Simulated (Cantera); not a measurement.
Input: 1 mol LiOH, 0.085 mol H2O, equilibrated at 1875 °C and 1 atm.

Method: chemical equilibrium by Gibbs-energy minimisation in Cantera with the NASA 1993 tables (ideal gas, pure condensed phases). Candidate condensed phases: H2O, Li, LiH, LiOH, Li2O; 17 gas species. Kinetics and transport are ignored.

Base state: LiOH 0.729, H2O 0.237, Li2O 0.0159, Li 0.00647, H2 0.00367, O2 0.00276, OH 0.00209, Li2(OH)2 0.00179 (mole fractions); condensed: Li2O(l).

Question: What changes in the equilibrium state with this change: LiOH replaced by MgCO3?

Answer: 
```json
[
 {"species": "CO2", "before": "0", "after": "0.877"},
 {"species": "H2O", "before": "0.237", "after": "0.0756"},
 {"species": "CO", "before": "0", "after": "0.0300"},
 {"species": "LiOH", "before": "0.729", "after": "0"},
 {"species": "Li2O", "before": "0.0159", "after": "0"},
 {"species": "O2", "before": "0.00276", "after": "0.0147"},
 {"species": "Li", "before": "0.00647", "after": "0"},
 {"species": "Li2(OH)2", "before": "0.00179", "after": "0"},
 {"species": "LiO", "before": "0.000496", "after": "0"},
 {"species": "Li2O2", "before": "0.000129", "after": "0"},
 {"species": "LiH", "before": "1.51e-5", "after": "0"},
 {"species": "Li2O(l), mol", "before": "0.129", "after": "0"},
 {"species": "MgO(s), mol", "before": "0", "after": "1.000"}
]
```
Further candidate phases: C, C6H6, C7H8, C8H18, Mg, MgCO3, MgO, Mg(OH)2.
